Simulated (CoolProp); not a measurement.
Vapour-liquid equilibrium of ethylbenzene (1) + o-xylene (2) at 206.65 °C; x and y are mole fractions of (1).

The numbers come from the multi-fluid Helmholtz-energy mixture model, Zhou 2012 and Zhou 2012; pair parameters Bell 2016 in CoolProp.

| x | bubble pressure, mixture model (kPa) | bubble pressure, Raoult's law (kPa) | y, mixture model | y, Raoult's law |
|---|---|---|---|---|
| 0.05 | 416.6 | 416.7 | 0.058 | 0.059 |
| 0.15 | 424.5 | 424.4 | [?] | 0.173 |
| 0.25 | 432.8 | 432.1 | 0.281 | 0.283 |
| 0.35 | 441.1 | 439.8 | [?] | 0.390 |
| 0.45 | 449.5 | 447.5 | 0.489 | 0.493 |
| 0.55 | 457.7 | 455.2 | [?] | 0.592 |
| 0.65 | 465.6 | 462.9 | 0.683 | 0.688 |
| 0.75 | 473.2 | 470.6 | 0.775 | 0.781 |
| 0.85 | 480.3 | 478.3 | [?] | 0.871 |
| 0.95 | 486.9 | 486.0 | 0.955 | 0.958 |

Question: Some entries are withheld; supply them.

Answer: 
- 0.15, y, mixture model: 0.171
- 0.35, y, mixture model: 0.387
- 0.55, y, mixture model: 0.588
- 0.85, y, mixture model: 0.866

The largest gap from Raoult's law is +0.6 % in bubble pressure, at x = 0.65. No azeotrope shows between x = 0.05 and 0.95.

The pair parameters rest on a limited set of measurements; away from them the model extrapolates.
